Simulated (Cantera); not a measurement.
A perfectly stirred reactor is fed with CH3OH : O2 : N2 : H2O = 1 : 1.92 : 6.54 : 1.5 (molar parts), at 0.375 atm; it is adiabatic with a 675 K inlet, and is followed from long to short residence time, starting on the burning branch (τ in s: 0.16, 0.068, 0.029, 0.013, 0.0055, 0.0024, 0.001, 0.00045, 0.00019, 8.3e-05).

Model: GRI-Mech 3.0 (53 species, 325 reactions), integrated in Cantera. GRI-Mech 3.0 was tuned for natural gas; its chemistry of methanol as a main component is partial and can be far from experiment.

**Question.** What does this change do: pressure from 0.375 atm to 0.859 atm?

**Answer.** 
```csv
quantity,before,after
"blow-out, bracketed by the residence times tried","burning at 0.190 ms, out at 83.0 µs","burning at 83.0 µs, the shortest tried"
x(CH3OH) at τ = 0.160 s,1.24e-6,7.37e-7
x(O2) at τ = 0.160 s,0.0373,0.0366
x(H2O) at τ = 0.160 s,0.299,0.301
x(CH2O) at τ = 0.160 s,1.16e-6,6.82e-7
x(CH4) at τ = 0.160 s,2.77e-8,3.03e-8
x(CH3OH) at τ = 2.40 ms,2.74e-5,1.91e-5
x(O2) at τ = 2.40 ms,0.0447,0.0410
x(H2O) at τ = 2.40 ms,0.281,0.291
x(CH2O) at τ = 2.40 ms,2.46e-5,1.78e-5
x(CH4) at τ = 2.40 ms,4.31e-7,2.34e-7
```

**Question.** What does this change do: inlet temperature 675 to 350 K?

**Answer.** 
```json
[
 {"quantity": "blow-out, bracketed by the residence times tried", "before": "burning at 0.190 ms, out at 83.0 µs", "after": "burning at 0.450 ms, out at 0.190 ms"},
 {"quantity": "x(CH3OH) at τ = 0.160 s", "before": "1.24e-6", "after": "2.63e-6"},
 {"quantity": "x(O2) at τ = 0.160 s", "before": "0.0373", "after": "0.0370"},
 {"quantity": "x(H2O) at τ = 0.160 s", "before": "0.299", "after": "0.302"},
 {"quantity": "x(CH2O) at τ = 0.160 s", "before": "1.16e-6", "after": "2.12e-6"},
 {"quantity": "x(CH4) at τ = 0.160 s", "before": "2.77e-8", "after": "2.14e-8"},
 {"quantity": "x(CH3OH) at τ = 2.40 ms", "before": "2.74e-5", "after": "4.74e-5"},
 {"quantity": "x(O2) at τ = 2.40 ms", "before": "0.0447", "after": "0.0438"},
 {"quantity": "x(H2O) at τ = 2.40 ms", "before": "0.281", "after": "0.287"},
 {"quantity": "x(CH2O) at τ = 2.40 ms", "before": "2.46e-5", "after": "3.76e-5"},
 {"quantity": "x(CH4) at τ = 2.40 ms", "before": "4.31e-7", "after": "8.51e-7"}
]
```
